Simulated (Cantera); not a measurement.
A closed system holds: 1 mol CH3SiH3, 0.029 mol HCl, 1.1 mol H2, 0.025 mol C2H2, held at 2223 K and 0.310 bar.

Equilibrium computed with Cantera from the NASA thermochemical tables; the gas is ideal and each condensed phase is pure. The feed counts by its element totals alone. Gases not in the tables: Si2H6 and higher silanes. Rates play no part.

```json
[
 {"species": "H2", "before": "0.978", "after": "0.981"},
 {"species": "H", "before": "0.0114", "after": "0.0114"},
 {"species": "HCl", "before": "0.00685", "after": "0.00398"},
 {"species": "Cl", "before": "5.79e-5", "after": "3.36e-5"},
 {"species": "Si", "before": "0.000171", "after": "0.000171"},
 {"species": "SiCl2", "before": "1.04e-5", "after": "3.51e-6"},
 {"species": "CH4", "before": "7.43e-5", "after": "7.47e-5"},
 {"species": "CH3", "before": "1.65e-5", "after": "1.66e-5"},
 {"species": "SiH2", "before": "3.73e-5", "after": "3.74e-5"},
 {"species": "C2H2 (acetylene)", "before": "0.00284", "after": "0.00285"},
 {"species": "SiH", "before": "3.98e-5", "after": "3.98e-5"},
 {"species": "C(graphite), mol", "before": "0.0269", "after": "3.01"},
 {"species": "SiC(s), mol", "before": "0.999", "after": "0.998"}
]
```
Gas species are given as mole fractions.

**Question.** Which change was made?
A. temperature from 2223 K to 1073.15 K
B. temperature from 2223 K to 1050 K
C. CH3SiH3 replaced by SiHCl3
D. CH3SiH3 replaced by Si(CH3)4

**Answer.** D, CH3SiH3 replaced by Si(CH3)4
